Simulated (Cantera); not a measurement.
**Thermodynamics of halide evaporation, hydrolysis and transport, feed CuF2 + H2**

Feed: 1 mol CuF2, a varied amount of H2, equilibrated at 10.0 mbar.

Method: chemical equilibrium by Gibbs-energy minimisation in Cantera with the NASA 1993 tables (ideal gas, pure condensed phases). Candidate condensed phases: Cu, CuF2; 15 gas species. The numbers say what is thermodynamically allowed, not how fast it happens.

Stable condensed phases:

```
T in °C \ n(H2) in mol
          12  17  22  30  41  56  75 100 140
   1777    A   A   A   A   A   A   A   A   A
   1702    A   A   A   A   A   A   A   A   A
   1627    A   A   A   A   A   A   A   A   A
   1552    A   A   A   A   A   A   A   A   A
   1477    B   B   B   B   A   A   A   A   A
   1402    B   B   B   B   B   B   B   A   A
   1327    B   B   B   B   B   B   B   B   B
   1252    B   B   B   B   B   B   B   B   B
   1177    B   B   B   B   B   B   B   B   B
   1102    B   B   B   B   B   B   B   B   B
   1027    B   B   B   B   B   B   B   B   B
    952    B   B   B   B   B   B   B   B   B
    877    B   B   B   B   B   B   B   B   B
```

A: gas only; B: Cu.
